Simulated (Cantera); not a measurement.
An adiabatic, constant-pressure homogeneous reactor starts with CO : H₂ : CH₄ : O₂ : N₂ = 1 : 0.99 : 0.39 : 2.31 : 8.67 (molar parts), at 1123 K and 0.420 bar. Integrator tolerance rtol = 1e-08.

Model: GRI-Mech 3.0 (53 species, 325 reactions), integrated in Cantera.

Task: What does this change do: pressure from 0.420 bar to 4.50 bar?

Result: 
| quantity | before | after |
|---|---|---|
| time of steepest temperature rise | 0.626 ms | 0.274 ms |
| temperature at 0.500 s | 2491 K | 2601 K |
| equilibrium temperature | 2491 K | 2601 K |
| x(CO) at 0.500 s | 0.0223 (gas-phase equilibrium 0.0223) | 0.0139 (gas-phase equilibrium 0.0139) |
| x(H₂) at 0.500 s | 0.00522 (gas-phase equilibrium 0.00522) | 0.00293 (gas-phase equilibrium 0.00293) |
| x(CH₄) at 0.500 s | <1e-12 (gas-phase equilibrium <1e-12) | <1e-12 (gas-phase equilibrium <1e-12) |
| x(C₂H₆) at 0.500 s | <1e-12 (gas-phase equilibrium <1e-12) | <1e-12 (gas-phase equilibrium <1e-12) |
| x(O) at 0.500 s | 0.00462 (gas-phase equilibrium 0.00462) | 0.00227 (gas-phase equilibrium 0.00227) |
| x(HO₂) at 0.500 s | 4.06e-6 (gas-phase equilibrium 4.06e-6) | 9.22e-6 (gas-phase equilibrium 9.22e-6) |

Task: What does this change do: initial temperature 1123 to 1775 K?

Result: 
```json
[
 {"quantity": "time of steepest temperature rise", "before": "0.626 ms", "after": "35.9 µs"},
 {"quantity": "temperature at 0.500 s", "before": "2491 K", "after": "2717 K"},
 {"quantity": "equilibrium temperature", "before": "2491 K", "after": "2717 K"},
 {"quantity": "x(CO) at 0.500 s", "before": "0.0223 (gas-phase equilibrium 0.0223)", "after": "0.0449 (gas-phase equilibrium 0.0449)"},
 {"quantity": "x(H₂) at 0.500 s", "before": "0.00522 (gas-phase equilibrium 0.00522)", "after": "0.0115 (gas-phase equilibrium 0.0115)"},
 {"quantity": "x(CH₄) at 0.500 s", "before": "<1e-12 (gas-phase equilibrium <1e-12)", "after": "<1e-12 (gas-phase equilibrium <1e-12)"},
 {"quantity": "x(C₂H₆) at 0.500 s", "before": "<1e-12 (gas-phase equilibrium <1e-12)", "after": "<1e-12 (gas-phase equilibrium <1e-12)"},
 {"quantity": "x(O) at 0.500 s", "before": "0.00462 (gas-phase equilibrium 0.00462)", "after": "0.0136 (gas-phase equilibrium 0.0136)"},
 {"quantity": "x(HO₂) at 0.500 s", "before": "4.06e-6 (gas-phase equilibrium 4.06e-6)", "after": "6.98e-6 (gas-phase equilibrium 6.98e-6)"}
]
```
